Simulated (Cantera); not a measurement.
# borazine + N2 + H2 (boron, boron nitride and boron oxide)

Input: 1 mol borazine, 1.6 mol N2, 0.21 mol H2, at 1550 °C and 255 Torr.

These are equilibrium values from Cantera (NASA tables, ideal gas, pure condensed phases), not measurements of a reactor. Candidate condensed phases: B, BN; 15 gas species. The feed counts by its element totals alone. The numbers say what is thermodynamically allowed, not how fast it happens.

* **x(H2)**: 0.667
* **x(N2)**: 0.333
* **x(H)**: 0.000608
* **x(NH3)**: 2.97e-6
* **n(BN(s))**: 3.00 mol
* **gas amount**: 4.811 mol
* **log10 activity of B(s) (absent)**: -2.12
